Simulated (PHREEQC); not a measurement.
2 g of hydrous ferric oxide (600 m²/g; 0.2 weak and 0.005 strong sites per Fe, Dzombak-Morel constants, diffuse double layer) in 1 kg of water with 0.3 mol/kgw of an inert sodium salt and 0.0011 mol/kgw Na2SO4, at 25 °C; the pH is set by adding NaOH or the inert anion's acid. Oxygen alone is held at its pressure in air (log pO2 = -0.68). The system is closed to CO2. No solid was allowed to form.

The series has 17 steps of pH, from 3 to 11.

Equilibrium calculation in PHREEQC: ion-association model, wateq4f.dat.

Problem. Near which pH is half of the S sorbed, and on which side is more sorbed?

Solution. Near pH 5.8, with more sorbed at lower pH.

The oxide is taken as insoluble; below pH 4 it would dissolve.
